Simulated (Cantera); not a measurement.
A perfectly stirred reactor is fed with CO : O2 : H2O : N2 = 0.0072 : 0.037 : 0.022 : 1 (molar parts), equivalence ratio 0.097, at 5.00 bar; it is held at 1348 K, and followed from long to short residence time.

Model: GRI-Mech 3.0 (53 species, 325 reactions), integrated in Cantera.

Task: What does this change do: temperature 1348 to 1275 K?

Result: 
```tsv
quantity	before	after
x(CO) at τ = 16.0 s	4.69e-6	8.15e-6
x(O2) at τ = 16.0 s	0.0314	0.0314
x(H2O) at τ = 16.0 s	0.0207	0.0207
x(NO) at τ = 16.0 s	1.19e-7	4.64e-8
x(OH) at τ = 16.0 s	6.31e-6	3.66e-6
x(CO) at τ = 55.0 ms	0.000270	0.000537
x(O2) at τ = 55.0 ms	0.0316	0.0317
x(H2O) at τ = 55.0 ms	0.0207	0.0207
x(NO) at τ = 55.0 ms	1.71e-7	4.98e-8
x(OH) at τ = 55.0 ms	3.04e-5	1.47e-5
```

Task: What does this change do: N2 1 to 0.22 parts?

Result: 
| quantity | before | after |
|---|---|---|
| x(CO) at τ = 16.0 s | 4.69e-6 | 9.20e-6 |
| x(O2) at τ = 16.0 s | 0.0314 | 0.118 |
| x(H2O) at τ = 16.0 s | 0.0207 | 0.0778 |
| x(NO) at τ = 16.0 s | 1.19e-7 | 9.22e-8 |
| x(OH) at τ = 16.0 s | 6.31e-6 | 1.20e-5 |
| x(CO) at τ = 55.0 ms | 0.000270 | 0.000667 |
| x(O2) at τ = 55.0 ms | 0.0316 | 0.118 |
| x(H2O) at τ = 55.0 ms | 0.0207 | 0.0778 |
| x(NO) at τ = 55.0 ms | 1.71e-7 | 9.00e-8 |
| x(OH) at τ = 55.0 ms | 3.04e-5 | 4.67e-5 |

Task: What does this change do: temperature 1348 to 875 K?

Result: 
| quantity | before | after |
|---|---|---|
| x(CO) at τ = 16.0 s | 4.69e-6 | 0.00530 |
| x(O2) at τ = 16.0 s | 0.0314 | 0.0340 |
| x(H2O) at τ = 16.0 s | 0.0207 | 0.0206 |
| x(NO) at τ = 16.0 s | 1.19e-7 | <1e-12 |
| x(OH) at τ = 16.0 s | 6.31e-6 | 8.50e-10 |
| x(CO) at τ = 55.0 ms | 0.000270 | 0.00675 |
| x(O2) at τ = 55.0 ms | 0.0316 | 0.0347 |
| x(H2O) at τ = 55.0 ms | 0.0207 | 0.0206 |
| x(NO) at τ = 55.0 ms | 1.71e-7 | <1e-12 |
| x(OH) at τ = 55.0 ms | 3.04e-5 | 3.20e-12 |
